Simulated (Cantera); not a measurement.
What does this Cantera script print?

```python
import numpy as np
import cantera as ct

gas_names = """
    CL CL2 N N2 Si SiCL SiCL2 SiCL3 SiCL4 SiN Si2 Si2N Si3
""".split()
cond_names = """
    Si(cr) Si(L) Si3N4(a)
""".split()


# ... load() reads the species with a 1 bar reference pressure and builds the phases ...
atoms = {
    'Si2Cl6': {'Si': 2, 'CL': 6},
    'N2': {'N': 2},
}
top_T = {'Si3N4(a)': 2400}  # K; cautious upper limits of use, not melting points


# ... equilibrate(T, P, feed) seeds the gas with the atoms and calls Mixture.equilibrate('TP', solver="vcs", rtol=1e-11, max_steps=5000) ...
results = []
feed = {'Si2Cl6': 1, 'N2': 140}  # mol
P = 1333.22  # Pa
for T in [1123, 1148, 1173, 1198, 1223, 1248, 1273, 1298, 1323, 1348]:
    mix = equilibrate(T, P, feed)
    results.append((T, P, feed, dict(zip(mix.species_names, mix.species_moles))))

top = {s: max(r[3][s] / sum(r[3][g] for g in gas_names) for r in results) for s in gas_names}
cols = sorted((s for s in top if top[s] > 0.0001), key=lambda s: -top[s])[:8]
seen = [c for c in cond_names if any(r[3].get(c, 0) > 1e-12 for r in results)]
print("log10 of partial pressures in bar; condensed amounts in mol")
print(f"{'T/K':>10s}" + "".join(f"{s[:9]:>10s}" for s in cols + seen))
for T, P, feed, n in results:
    ng = sum(n[g] for g in gas_names)
    print(f"{T:10.4g}" + "".join(f"{np.log10(max(n[s] / ng * P / 1e5, 1e-99)):10.3f}" for s in cols)
          + "".join(f"{n.get(c, 0):10.4g}" for c in seen))
```

Output:

```
log10 of partial pressures in bar; condensed amounts in mol
       T/K        N2     SiCL4     SiCL2     SiCL3  Si3N4(a)
      1123    -1.880    -3.854    -6.391    -5.670    0.1641
      1148    -1.880    -3.857    -6.108    -5.504    0.1625
      1173    -1.880    -3.862    -5.839    -5.347    0.1601
      1198    -1.880    -3.868    -5.582    -5.198    0.1565
      1223    -1.880    -3.877    -5.337    -5.058    0.1508
      1248    -1.880    -3.890    -5.105    -4.927    0.1424
      1273    -1.880    -3.909    -4.885    -4.806    0.1299
      1298    -1.880    -3.936    -4.679    -4.696    0.1119
      1323    -1.880    -3.975    -4.486    -4.599    0.0867
      1348    -1.881    -4.028    -4.309    -4.519     0.053
```

These are equilibrium values from Cantera (NASA tables, ideal gas, pure condensed phases), not measurements of a reactor. The feed counts by its element totals alone. N2 is the only nitrogen source here; it is nearly inert below about 1500 K, so the nitride shown seldom forms there in practice. The tables' values for SiCl3 are old estimates; treat these amounts as uncertain.
